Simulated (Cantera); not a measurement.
An isothermal, constant-pressure homogeneous reactor starts with N₂O = 1 (molar parts), at 1123 K and 0.133 bar. Integrator tolerance rtol = 1e-08.

Computed with Cantera and GRI-Mech 3.0 (53 species, 325 reactions). GRI-Mech 3.0 was tuned for natural gas; its chemistry of N2O as a main component is partial and can be far from experiment. The mechanism lacks the step 2 NO + O2 → 2 NO2, which can matter for NO2 below about 1400 K. The temperature is held fixed by assumption; the heat of reaction is taken as removed at once.

**Question.** What does this change do: pressure from 0.133 bar to 0.00660 bar?

**Answer.** 
| quantity | before | after |
|---|---|---|
| x(N₂O) at 300 s | 0.0120 (gas-phase equilibrium 3.01e-9) | 0.695 (gas-phase equilibrium 6.70e-10) |
| x(NO) at 300 s | 0.0452 (gas-phase equilibrium 0.000122) | 0.0154 (gas-phase equilibrium 0.000122) |
| x(O₂) at 300 s | 0.307 (gas-phase equilibrium 0.333) | 0.0938 (gas-phase equilibrium 0.333) |
| x(NO₂) at 300 s | 0.000115 (gas-phase equilibrium 1.40e-6) | 1.97e-6 (gas-phase equilibrium 3.11e-7) |
| x(N₂) at 300 s | 0.636 (gas-phase equilibrium 0.667) | 0.195 (gas-phase equilibrium 0.667) |
| x(O) at 300 s | 8.82e-8 (gas-phase equilibrium 7.00e-9) | 5.06e-7 (gas-phase equilibrium 3.15e-8) |
Radical loss at walls, strong at low pressure, is not modelled.

**Question.** What does this change do: temperature 1123 to 1173 K?

**Answer.** 
```json
[
 {"quantity": "x(N₂O) at 300 s", "before": "0.0120 (gas-phase equilibrium 3.01e-9)", "after": "8.35e-5 (gas-phase equilibrium 4.42e-9)"},
 {"quantity": "x(NO) at 300 s", "before": "0.0452 (gas-phase equilibrium 0.000122)", "after": "0.0562 (gas-phase equilibrium 0.000184)"},
 {"quantity": "x(O₂) at 300 s", "before": "0.307 (gas-phase equilibrium 0.333)", "after": "0.305 (gas-phase equilibrium 0.333)"},
 {"quantity": "x(NO₂) at 300 s", "before": "0.000115 (gas-phase equilibrium 1.40e-6)", "after": "0.000452 (gas-phase equilibrium 1.63e-6)"},
 {"quantity": "x(N₂) at 300 s", "before": "0.636 (gas-phase equilibrium 0.667)", "after": "0.638 (gas-phase equilibrium 0.667)"},
 {"quantity": "x(O) at 300 s", "before": "8.82e-8 (gas-phase equilibrium 7.00e-9)", "after": "2.26e-8 (gas-phase equilibrium 2.22e-8)"}
]
```
